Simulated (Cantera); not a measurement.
## Low-pressure radical oxidation in H2/O2

An isothermal, constant-pressure homogeneous reactor starts with 1.19 % H2, 98.8 % O2, equivalence ratio 0.0060, at 1325 K and 2670 Pa.

Cantera simulation using the H2/O2 subset of GRI-Mech 3.0, which has no nitrogen chemistry; the numbers are that mechanism's predictions, not measurements. Radical loss at walls, strong at low pressure, is not modelled.

```tsv
t (s)	x H2	x O2	x HO2	x OH	x H2O
0.000300	0.0119	0.988	5.51e-8	1.17e-7	1.08e-7
0.000726	0.0119	0.988	1.39e-7	1.88e-6	2.54e-6
0.00176	0.0101	0.987	1.51e-6	0.000817	0.00127
0.00425	6.47e-5	0.977	1.30e-6	0.00133	0.0109
0.0103	5.12e-5	0.978	1.22e-6	0.00124	0.0110
0.0249	4.22e-5	0.980	1.11e-6	0.00113	0.0111
0.0602	2.81e-5	0.983	9.00e-7	0.000923	0.0113
0.146	1.32e-5	0.985	5.96e-7	0.000635	0.0116
0.353	4.28e-6	0.987	2.97e-7	0.000362	0.0117
0.854	1.07e-6	0.988	1.13e-7	0.000182	0.0118
2.07	2.54e-7	0.988	3.88e-8	8.86e-5	0.0119
5.00	6.53e-8	0.988	1.83e-8	4.50e-5	0.0119
```
x: mole fraction; the columns are a selection and need not sum to one.

Equilibrium at this temperature and pressure: H2 9.92e-9, O2 0.988, HO2 2.11e-8, OH 1.76e-5, H2O 0.0119 (gas phase only).
